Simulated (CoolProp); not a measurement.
R245fa along the isobar 185 bar: density (kg/m³) from the reference equation and from simpler models built on Tc = 427.0 K, pc = 36.51 bar, ω = 0.378; each cubic takes its own stable root.

Model: reference Helmholtz-energy equation of state, Akasaka 2015, in CoolProp.

| T (K) | phase | reference | van der Waals | Soave-Redlich-Kwong | Peng-Robinson |
|---|---|---|---|---|---|
| 319.4 | liquid | 1339 | ? | 1239 | 1392 |
| 330.1 | liquid | 1314 | 854.4 | 1217 | ? |
| 340.8 | liquid | 1289 | 844.9 | 1194 | 1341 |
| 351.5 | liquid | 1263 | 835.2 | 1171 | 1314 |
| 362.2 | liquid | 1237 | 825.4 | 1146 | 1286 |
| 372.9 | liquid | 1210 | 815.5 | ? | ? |
| 383.6 | liquid | 1183 | 805.5 | 1094 | 1225 |
| 394.3 | liquid | 1155 | 795.4 | 1066 | 1193 |
| 405 | liquid | 1126 | 785.1 | 1038 | 1160 |
| 415.7 | liquid | 1097 | 774.7 | ? | 1126 |

**Question.** What belongs in the gaps?

**Answer.** 
- 319.4, van der Waals: 863.8
- 330.1, Peng-Robinson: 1367
- 372.9, Soave-Redlich-Kwong: 1120
- 372.9, Peng-Robinson: 1256
- 415.7, Soave-Redlich-Kwong: 1009
